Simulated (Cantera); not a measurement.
Input (Python, Cantera) and output of one run.

```python
import numpy as np
import cantera as ct

gas_names = """
    Fe FeO Fe(OH)2 H HO2 H2 H2O H2O2 O OH O2 O3
""".split()
cond_names = """
    Fe(a) Fe(c) Fe(d) Fe(L) FeO(s) FeO(L) Fe(OH)2(s) Fe(OH)3(s) Fe2O3(s) Fe3O4(s) H2O(s) H2O(L)
""".split()


# ... load() reads the species with a 1 bar reference pressure and builds the phases ...
atoms = {
    'Fe3O4': {'Fe': 3, 'O': 4},
    'H2': {'H': 2},
    'H2O': {'H': 2, 'O': 1},
}
top_T = {'Fe2O3(s)': 1830, 'Fe3O4(s)': 1870}  # K; cautious upper limits of use, not melting points


# ... equilibrate(T, P, feed) seeds the gas with the atoms and calls Mixture.equilibrate('TP', solver="vcs", rtol=1e-11, max_steps=5000) ...
results = []
feed = {'Fe3O4': 1, 'H2': 350, 'H2O': 0.063}  # mol
P = 3500  # Pa
for T in [823, 898, 973, 1048, 1123, 1198, 1273, 1348, 1423, 1498, 1573, 1648, 1723]:
    mix = equilibrate(T, P, feed)
    results.append((T, P, feed, dict(zip(mix.species_names, mix.species_moles))))

top = {s: max(r[3][s] / sum(r[3][g] for g in gas_names) for r in results) for s in gas_names}
cols = sorted((s for s in top if top[s] > 0.001), key=lambda s: -top[s])[:7]
seen = [c for c in cond_names if any(r[3].get(c, 0) > 1e-12 for r in results)]
print("log10 of partial pressures in bar; condensed amounts in mol")
print(f"{'T/K':>10s}" + "".join(f"{s[:9]:>10s}" for s in cols + seen))
for T, P, feed, n in results:
    ng = sum(n[g] for g in gas_names)
    print(f"{T:10.4g}" + "".join(f"{np.log10(max(n[s] / ng * P / 1e5, 1e-99)):10.3f}" for s in cols)
          + "".join(f"{n.get(c, 0):10.4g}" for c in seen))
```

Output:

```
log10 of partial pressures in bar; condensed amounts in mol
       T/K        H2       H2O     Fe(a)     Fe(c)     Fe(d)
       823    -1.461    -3.391         3         0         0
       898    -1.461    -3.391         3         0         0
       973    -1.461    -3.391         3         0         0
      1048    -1.461    -3.391         3         0         0
      1123    -1.461    -3.391         3         0         0
      1198    -1.461    -3.391         0         3         0
      1273    -1.461    -3.391         0         3         0
      1348    -1.461    -3.391         0         3         0
      1423    -1.461    -3.391         0         3         0
      1498    -1.461    -3.391         0     2.999         0
      1573    -1.461    -3.391         0     2.993         0
      1648    -1.461    -3.391         0     2.974         0
      1723    -1.462    -3.392         0         0     2.909
```

Method: chemical equilibrium by Gibbs-energy minimisation in Cantera with the NASA 1993 tables (ideal gas, pure condensed phases).
